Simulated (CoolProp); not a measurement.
Vapour pressure (MPa) of propylene: the reference equation beside estimates from Tc = 364.2 K, pc = 4.555 MPa, ω = 0.146.

Model: reference Helmholtz-energy equation of state, Lemmon 2013, in CoolProp.

| T (K) | reference | van der Waals | Peng-Robinson |
|---|---|---|---|
| 240.4 | 0.1901 | 0.6720 | 0.1903 |
| 244.7 | 0.2245 | 0.7382 | 0.2245 |
| 249.1 | 0.2644 | 0.8103 | 0.2641 |
| 253.4 | 0.3083 | 0.8851 | 0.3078 |
| 257.8 | 0.3588 | 0.9662 | 0.3580 |
| 262.1 | 0.4138 | 1.050 | 0.4128 |
| 266.5 | 0.4764 | 1.140 | 0.4752 |
| 270.8 | 0.5442 | 1.234 | 0.5428 |
| 275.2 | 0.6207 | 1.334 | 0.6192 |
| 279.6 | 0.7048 | 1.439 | 0.7033 |
| 283.9 | 0.7949 | 1.547 | 0.7935 |
| 288.3 | 0.8956 | 1.662 | 0.8944 |
| 292.6 | 1.003 | 1.781 | 1.002 |
| 297 | 1.122 | 1.907 | 1.121 |
| 301.3 | 1.248 | 2.035 | 1.248 |

Absolute difference from the reference over all 15 rows, mean and median: van der Waals 138.3 and 126.8 %, Peng-Robinson 0.2 and 0.2 %.
